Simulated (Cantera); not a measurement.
## Premixed flame

A freely propagating, adiabatic, planar premixed flame of H2 : O2 : N2 : H2O = 1 : 0.37 : 1.11 : 0.53 (molar parts), unburnt at 500 K and 1.68 atm; mixture-averaged transport, grid criteria slope 0.08 and curve 0.16, no radiation.

Computed with Cantera and the H2/O2 subset of GRI-Mech 3.0, which has no nitrogen chemistry. Burning velocities carry a grid error of a few per cent, more on coarse grids.

| z (mm) | T (K) | u (m/s) | x H2 | x O2 | x H2O | x H2O2 | x OH | x HO2 |
|---|---|---|---|---|---|---|---|---|
| -0.526 | 500 | 5.15 | 0.332 | 0.123 | 0.176 | <1e-8 | <1e-8 | <1e-8 |
| -0.351 | 500 | 5.15 | 0.332 | 0.123 | 0.176 | <1e-8 | <1e-8 | <1e-8 |
| -0.263 | 500 | 5.15 | 0.332 | 0.123 | 0.176 | <1e-8 | <1e-8 | 2.09e-8 |
| -0.175 | 500 | 5.15 | 0.331 | 0.123 | 0.176 | 2.95e-8 | <1e-8 | 7.84e-7 |
| -0.0876 | 525 | 5.34 | 0.321 | 0.124 | 0.180 | 9.48e-6 | 1.00e-5 | 0.000218 |
| -0.0438 | 748 | 7.37 | 0.287 | 0.120 | 0.205 | 7.19e-5 | 0.000776 | 0.000768 |
| 0 | 1165 | 11.1 | 0.221 | 0.0939 | 0.272 | 3.02e-5 | 0.00190 | 0.000297 |
| 0.0438 | 1473 | 13.9 | 0.152 | 0.0520 | 0.354 | 5.70e-6 | 0.00511 | 0.000121 |
| 0.0876 | 1643 | 15.4 | 0.114 | 0.0245 | 0.405 | 3.38e-6 | 0.00856 | 5.01e-5 |
| 0.175 | 1801 | 16.8 | 0.0967 | 0.00911 | 0.435 | 1.88e-6 | 0.0113 | 1.69e-5 |
| 0.351 | 1935 | 17.9 | 0.0954 | 0.00505 | 0.448 | 9.82e-7 | 0.0111 | 8.61e-6 |
| 0.701 | 2046 | 18.8 | 0.0951 | 0.00277 | 0.459 | 5.32e-7 | 0.00926 | 4.42e-6 |
| 1.40 | 2127 | 19.4 | 0.0946 | 0.00129 | 0.468 | 2.91e-7 | 0.00681 | 1.98e-6 |
x: mole fraction of selected species; z is measured from the peak of heat release.

```json
{
  "laminar_burning_velocity": "515 cm/s",
  "thermal_thickness": "0.175 mm",
  "peak x(H2O2)": "7.36e-5",
  "peak x(OH)": "0.0115",
  "peak x(HO2)": "0.000842",
  "grid_points": "108"
}
```
